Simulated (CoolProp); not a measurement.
Model: reference Helmholtz-energy equation of state, Gao 2022, in CoolProp.

Q: For n-perfluorohexane, give the phase and the cp (kJ/(kg K)), cv (kJ/(kg K)) at 101.45 °C and 0.126 MPa; 103.15 °C and 0.0326 MPa; 15.05 °C and 0.158 MPa.

A: 
- 101.45 °C and 0.126 MPa: gas; cp 0.934, cv 0.903
- 103.15 °C and 0.0326 MPa: gas; cp 0.928, cv 0.902
- 15.05 °C and 0.158 MPa: liquid; cp 1.03, cv 0.838
